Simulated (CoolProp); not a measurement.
n-pentane along the isotherm 258.95 °C: density (kg/m³) from the reference equation and from simpler models built on Tc = 196.5 °C, pc = 3368 kPa, ω = 0.251; each cubic takes its own stable root.

Model: reference Helmholtz-energy equation of state, Thol 2019, in CoolProp.

| p (kPa) | phase | reference |
|---|---|---|
| 106 | gas | 1.741 |
| 172 | gas | 2.837 |
| 278 | gas | 4.619 |
| 449 | gas | 7.550 |
| 726 | gas | 12.45 |
| 1170 | gas | 20.75 |
| 1890 | gas | 35.57 |
| 3060 | gas | 64.54 |
| 4940 | supercritical | 134.0 |
| 7990 | supercritical | 285.5 |
| 12900 | supercritical | 373.9 |
| 20800 | supercritical | 429.8 |
| 33700 | supercritical | 476.7 |

**Question.** How far does each simpler model (ideal gas, van der Waals, Redlich-Kwong, Soave-Redlich-Kwong, Peng-Robinson) lie from the reference over these 13 states: mean and median of the absolute difference, and the worst?

**Answer.** 
- ideal gas: mean 17.7 %, median 13.4 %, worst -54.4 % at 258.95 °C and 7990 kPa
- van der Waals: mean 7.3 %, median 0.3 %, worst -23.9 % at 258.95 °C and 33700 kPa
- Redlich-Kwong: mean 2.3 %, median 1.0 %, worst -6.9 % at 258.95 °C and 12900 kPa
- Soave-Redlich-Kwong: mean 3.3 %, median 0.3 %, worst -13.9 % at 258.95 °C and 7990 kPa
- Peng-Robinson: mean 1.9 %, median 1.1 %, worst -7.3 % at 258.95 °C and 7990 kPa
